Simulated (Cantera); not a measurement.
**N2O furnace oxynitridation**

An isothermal, constant-pressure homogeneous reactor starts with N2O : H2O = 1 : 0.11 (molar parts), at 1600 K and 2670 Pa.

Model: GRI-Mech 3.0 (53 species, 325 reactions), integrated in Cantera. GRI-Mech 3.0 was tuned for natural gas; its chemistry of N2O as a main component is partial and can be far from experiment. Radical loss at walls, strong at low pressure, is not modelled. The temperature is held fixed by assumption; the heat of reaction is taken as removed at once.

```csv
t (s),x N2O,x H2O,x N2,x NO,x O,x H,x OH
3.00e-5,0.901,0.0991,0.000105,8.82e-6,7.58e-5,4.03e-9,7.73e-6
9.54e-5,0.900,0.0990,0.000380,6.72e-5,0.000158,8.58e-8,5.80e-5
0.000304,0.898,0.0989,0.00140,0.000353,0.000201,6.06e-7,0.000281
0.000965,0.893,0.0984,0.00489,0.00132,0.000204,1.57e-6,0.000660
0.00307,0.874,0.0977,0.0163,0.00435,0.000207,1.89e-6,0.000771
0.00977,0.817,0.0958,0.0508,0.0133,0.000203,1.92e-6,0.000800
0.0311,0.668,0.0907,0.142,0.0367,0.000194,2.03e-6,0.000818
0.0988,0.378,0.0808,0.320,0.0810,0.000177,2.51e-6,0.000788
0.314,0.0830,0.0708,0.503,0.122,0.000149,3.65e-6,0.000700
1.00,0.00156,0.0681,0.554,0.131,8.12e-5,1.95e-6,0.000510
```
x: mole fraction; the columns are a selection and need not sum to one.

Equilibrium at this temperature and pressure: N2O 1.81e-8, H2O 0.0681, N2 0.620, NO 0.00209, O 4.97e-5, H 7.50e-7, OH 0.000399 (gas phase only).
